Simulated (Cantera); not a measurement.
Input: 1 mol HgO, 1.6 mol N₂, held at 1 atm.

Method: chemical equilibrium by Gibbs-energy minimisation in Cantera with the NASA 1993 tables (ideal gas, pure condensed phases). Candidate condensed phases: Hg, HgO; 10 gas species. Equilibrium is a limit: real reactors are often held back by kinetics, nucleation or transport.

x: gas mole fraction; n: condensed amount in mol.

| T (K) | x N₂ | x Hg | x O₂ | x NO | x NO₂ | n HgO(s) |
|---|---|---|---|---|---|---|
| 623 | 0.922 | 0.0521 | 0.0261 | 1.54e-8 | … | 0.910 |
| 648 | 0.837 | 0.108 | 0.0542 | 4.18e-8 | … | 0.793 |
| 673 | 0.680 | 0.213 | 0.107 | 9.93e-8 | … | 0.499 |
| 698 | 0.516 | 0.323 | 0.161 | 1.91e-7 | … | 0 |
| 723 | 0.516 | 0.323 | 0.161 | 3.29e-7 | … | 0 |
| 748 | 0.516 | 0.323 | 0.161 | 5.47e-7 | … | 0 |
| 773 | 0.516 | 0.323 | 0.161 | 8.79e-7 | … | 0 |
| 798 | 0.516 | 0.323 | 0.161 | 1.37e-6 | … | 0 |
| 823 | 0.516 | 0.323 | 0.161 | 2.09e-6 | … | 0 |
| 848 | 0.516 | 0.323 | 0.161 | 3.09e-6 | … | 0 |
| 873 | 0.516 | 0.323 | 0.161 | 4.48e-6 | … | 0 |
| 898 | 0.516 | 0.323 | 0.161 | 6.36e-6 | … | 0 |
| 923 | 0.516 | 0.323 | 0.161 | 8.87e-6 | … | 0 |
| 948 | 0.516 | 0.323 | 0.161 | 1.21e-5 | … | 0 |

Task: What belongs in the gaps?

Result: 
- 623, x NO₂: 2.03e-8
- 648, x NO₂: 5.16e-8
- 673, x NO₂: 1.15e-7
- 698, x NO₂: 1.87e-7
- 723, x NO₂: 2.28e-7
- 748, x NO₂: 2.74e-7
- 773, x NO₂: 3.26e-7
- 798, x NO₂: 3.83e-7
- 823, x NO₂: 4.46e-7
- 848, x NO₂: 5.15e-7
- 873, x NO₂: 5.89e-7
- 898, x NO₂: 6.70e-7
- 923, x NO₂: 7.56e-7
- 948, x NO₂: 8.47e-7
